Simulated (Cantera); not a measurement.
A closed system holds: 1 mol Pb, 1.6 mol O2, 0.25 mol N2, at 3.40 bar.

Cantera equilibrium calculation (NASA polynomials, part measured and part estimated; ideal gas, pure solids and liquids). Candidate condensed phases: Pb, PbO, PbO2, Pb3O4; 12 gas species. Gases not in the tables: (PbO)n polymers. Kinetics and transport are ignored.

x: gas mole fraction; n: condensed amount in mol.

```json
[
 {"T (K)": "973", "x O2": "0.815", "x N2": "0.185", "x NO": "2.20e-5", "x PbO": "3.56e-8", "x NO2": "[?]", "n PbO(yellow)": "1.00", "n PbO(l)": "0"},
 {"T (K)": "998", "x O2": "0.815", "x N2": "0.185", "x NO": "2.92e-5", "x PbO": "8.38e-8", "x NO2": "[?]", "n PbO(yellow)": "1.00", "n PbO(l)": "0"},
 {"T (K)": "1023", "x O2": "0.815", "x N2": "0.185", "x NO": "3.82e-5", "x PbO": "1.89e-7", "x NO2": "[?]", "n PbO(yellow)": "1.00", "n PbO(l)": "0"},
 {"T (K)": "1048", "x O2": "0.815", "x N2": "0.185", "x NO": "4.94e-5", "x PbO": "4.10e-7", "x NO2": "[?]", "n PbO(yellow)": "1.000", "n PbO(l)": "0"},
 {"T (K)": "1073", "x O2": "0.815", "x N2": "0.185", "x NO": "6.31e-5", "x PbO": "8.56e-7", "x NO2": "[?]", "n PbO(yellow)": "1.000", "n PbO(l)": "0"},
 {"T (K)": "1098", "x O2": "0.815", "x N2": "0.185", "x NO": "7.97e-5", "x PbO": "1.72e-6", "x NO2": "[?]", "n PbO(yellow)": "1.000", "n PbO(l)": "0"},
 {"T (K)": "1123", "x O2": "0.815", "x N2": "0.185", "x NO": "9.96e-5", "x PbO": "3.37e-6", "x NO2": "9.12e-6", "n PbO(yellow)": "1.000", "n PbO(l)": "0"},
 {"T (K)": "1148", "x O2": "0.815", "x N2": "0.185", "x NO": "0.000123", "x PbO": "6.37e-6", "x NO2": "9.86e-6", "n PbO(yellow)": "1.000", "n PbO(l)": "0"},
 {"T (K)": "1173", "x O2": "0.815", "x N2": "0.185", "x NO": "0.000151", "x PbO": "1.14e-5", "x NO2": "1.06e-5", "n PbO(yellow)": "0", "n PbO(l)": "1.000"},
 {"T (K)": "1198", "x O2": "0.815", "x N2": "0.185", "x NO": "0.000184", "x PbO": "1.93e-5", "x NO2": "1.14e-5", "n PbO(yellow)": "0", "n PbO(l)": "1.000"},
 {"T (K)": "1223", "x O2": "0.815", "x N2": "0.185", "x NO": "0.000222", "x PbO": "3.19e-5", "x NO2": "1.23e-5", "n PbO(yellow)": "0", "n PbO(l)": "1.000"},
 {"T (K)": "1248", "x O2": "0.815", "x N2": "0.185", "x NO": "0.000266", "x PbO": "5.17e-5", "x NO2": "1.31e-5", "n PbO(yellow)": "0", "n PbO(l)": "1.000"},
 {"T (K)": "1273", "x O2": "0.815", "x N2": "0.185", "x NO": "0.000316", "x PbO": "8.22e-5", "x NO2": "1.40e-5", "n PbO(yellow)": "0", "n PbO(l)": "1.000"},
 {"T (K)": "1298", "x O2": "0.815", "x N2": "0.185", "x NO": "0.000373", "x PbO": "0.000128", "x NO2": "1.49e-5", "n PbO(yellow)": "0", "n PbO(l)": "1.000"}
]
```

Question: Fill in the missing entries.

Answer: 
- 973, x NO2: 5.24e-6
- 998, x NO2: 5.81e-6
- 1023, x NO2: 6.41e-6
- 1048, x NO2: 7.04e-6
- 1073, x NO2: 7.71e-6
- 1098, x NO2: 8.40e-6
